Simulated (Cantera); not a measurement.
An adiabatic, constant-pressure homogeneous reactor starts with CO : H2 : CH4 : O2 : N2 = 1 : 0.057 : 0.074 : 0.805 : 3.03 (molar parts), at 1175 K and 750 Torr. Integrator tolerance rtol = 1e-08.

Detailed kinetics in Cantera: GRI-Mech 3.0 (53 species, 325 reactions).

What does this change do: pressure from 750 Torr to 3750 Torr?


```tsv
quantity	before	after
time of steepest temperature rise	0.382 ms	0.233 ms
temperature at 3.00 s	2603 K	2698 K
equilibrium temperature	2603 K	2698 K
x(CO) at 3.00 s	0.0530 (gas-phase equilibrium 0.0530)	0.0422 (gas-phase equilibrium 0.0422)
x(H2) at 3.00 s	0.00172 (gas-phase equilibrium 0.00172)	0.00129 (gas-phase equilibrium 0.00129)
x(CH4) at 3.00 s	<1e-12 (gas-phase equilibrium <1e-12)	<1e-12 (gas-phase equilibrium <1e-12)
x(CH2) at 3.00 s	<1e-12 (gas-phase equilibrium <1e-12)	<1e-12 (gas-phase equilibrium <1e-12)
x(H) at 3.00 s	0.00162 (gas-phase equilibrium 0.00162)	0.000911 (gas-phase equilibrium 0.000911)
x(C2H) at 3.00 s	<1e-12 (gas-phase equilibrium <1e-12)	<1e-12 (gas-phase equilibrium <1e-12)
x(H2O2) at 3.00 s	7.05e-8 (gas-phase equilibrium 7.05e-8)	1.86e-7 (gas-phase equilibrium 1.86e-7)
```

What does this change do: initial temperature 1175 to 1400 K?


| quantity | before | after |
|---|---|---|
| time of steepest temperature rise | 0.382 ms | 0.103 ms |
| temperature at 3.00 s | 2603 K | 2678 K |
| equilibrium temperature | 2603 K | 2678 K |
| x(CO) at 3.00 s | 0.0530 (gas-phase equilibrium 0.0530) | 0.0664 (gas-phase equilibrium 0.0664) |
| x(H2) at 3.00 s | 0.00172 (gas-phase equilibrium 0.00172) | 0.00216 (gas-phase equilibrium 0.00216) |
| x(CH4) at 3.00 s | <1e-12 (gas-phase equilibrium <1e-12) | <1e-12 (gas-phase equilibrium <1e-12) |
| x(CH2) at 3.00 s | <1e-12 (gas-phase equilibrium <1e-12) | <1e-12 (gas-phase equilibrium <1e-12) |
| x(H) at 3.00 s | 0.00162 (gas-phase equilibrium 0.00162) | 0.00245 (gas-phase equilibrium 0.00245) |
| x(C2H) at 3.00 s | <1e-12 (gas-phase equilibrium <1e-12) | <1e-12 (gas-phase equilibrium <1e-12) |
| x(H2O2) at 3.00 s | 7.05e-8 (gas-phase equilibrium 7.05e-8) | 8.03e-8 (gas-phase equilibrium 8.03e-8) |
